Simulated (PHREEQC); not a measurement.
# City or well water: an equilibrium model

Model water analysis in mg/L, 25 °C, pH 7.39, pe -1.5:

| constituent | mg/L |
|---|---|
| Na | 9.8 |
| K | 2.04 |
| Ca | 12.5 |
| Mg | 4.15 |
| Cl | 7.37 |
| S(6) as SO4 | 27.9 |
| Alkalinity as HCO3 | 42.7 |
| Br | 1.5 |
| B | 0.064 |
| Si as SiO2 | 2.51 |
| Zn | 0.339 |
| Fe(2) | 0.205 |

Valence states are taken as typed.

Model: ion-association model, phreeqc.dat, run in PHREEQC.

No solid was allowed to form.

### Question
What specific conductance, charge-balance error does the model give?

### Answer
specific conductance 161 µS/cm; charge-balance error -1.6 %.

### Question
In which forms is S present?

### Answer
SO4-2 94 %, CaSO4 3.3 %, MgSO4 2.4 % of the S.

Species that the database lacks are ignored.
